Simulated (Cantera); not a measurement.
An adiabatic, constant-volume homogeneous reactor starts with C3H8 : O2 : N2 = 1 : 9.62 : 36.2 (molar parts), at 1723 K and 158 Torr. Integrator tolerance rtol = 1e-08.

Model: GRI-Mech 3.0 (53 species, 325 reactions), integrated in Cantera. GRI-Mech 3.0 was tuned for natural gas; its chemistry of propane as a main component is partial and can be far from experiment.

Problem. What does this change do: pressure from 158 Torr to 20300 Torr?

Solution. 
```csv
quantity,before,after
time of steepest temperature rise,57.5 µs,1.69 µs
temperature at 0.200 s,2626 K,2890 K
equilibrium temperature,2626 K,2890 K
x(C3H8) at 0.200 s,<1e-12 (gas-phase equilibrium <1e-12),<1e-12 (gas-phase equilibrium <1e-12)
x(O2) at 0.200 s,0.0863 (gas-phase equilibrium 0.0863),0.0826 (gas-phase equilibrium 0.0826)
x(CO) at 0.200 s,0.0178 (gas-phase equilibrium 0.0178),0.00627 (gas-phase equilibrium 0.00627)
x(O) at 0.200 s,0.0134 (gas-phase equilibrium 0.0134),0.00324 (gas-phase equilibrium 0.00324)
x(HO2) at 0.200 s,6.19e-6 (gas-phase equilibrium 6.19e-6),3.89e-5 (gas-phase equilibrium 3.89e-5)
```
The pressure lies above the range GRI-Mech 3.0 was tuned for (to about 10 atm).
